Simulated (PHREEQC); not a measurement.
Consider water at 20 °C with 10 mmol/kgw HNO3, 2 mmol/kgw Al(NO3)3 and 0.0016 mmol/kgw CO2. Closed to the air; pH follows from the charge balance.

Equilibrium calculation in PHREEQC: ion-association model, phreeqc.dat.

Precipitation was switched off in this run.

Task: What pH, specific conductance does the model give?

Result: pH 2.05; specific conductance 3980 µS/cm.

Species that the database lacks are ignored.
